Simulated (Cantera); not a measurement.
Charge: 1 mol Fe3O4, 31 mol H2, at 0.0133 bar.

These are equilibrium values from Cantera (NASA tables, ideal gas, pure condensed phases), not measurements of a reactor. Candidate condensed phases: Fe, FeO, Fe(OH)2, Fe(OH)3, Fe2O3, Fe3O4, H2O; 12 gas species. The numbers say what is thermodynamically allowed, not how fast it happens.

x: gas mole fraction; n: condensed amount in mol.

| T (°C) | x H2 | x H2O | x H | x Fe | x OH | x Fe(OH)2 | n Fe(γ) | n Fe(δ) | n Fe(l) |
|---|---|---|---|---|---|---|---|---|---|
| 1250 | 0.871 | 0.129 | 0.000187 | 1.82e-5 | 8.53e-7 | 8.63e-7 | 3.00 | 0 | 0 |
| 1300 | 0.871 | 0.129 | 0.000329 | 4.93e-5 | 1.76e-6 | 1.29e-6 | 3.00 | 0 | 0 |
| 1350 | 0.870 | 0.129 | 0.000558 | 0.000125 | 3.46e-6 | 1.88e-6 | 3.00 | 0 | 0 |
| 1400 | 0.870 | 0.129 | ___ | ___ | ___ | ___ | 0 | 2.99 | 0 |
| 1450 | 0.869 | 0.129 | 0.00147 | 0.000684 | 1.20e-5 | 3.76e-6 | 0 | 2.98 | 0 |
| 1500 | 0.868 | 0.129 | ___ | ___ | ___ | ___ | 0 | 2.95 | 0 |
| 1550 | 0.865 | 0.128 | 0.00349 | 0.00305 | 3.60e-5 | 6.86e-6 | 0 | 0 | 2.90 |

Question: What belongs in the gaps?

Answer: 
- 1400, x H: 0.000920
- 1400, x Fe: 0.000301
- 1400, x OH: 6.56e-6
- 1400, x Fe(OH)2: 2.69e-6
- 1500, x H: 0.00229
- 1500, x Fe: 0.00148
- 1500, x OH: 2.11e-5
- 1500, x Fe(OH)2: 5.14e-6
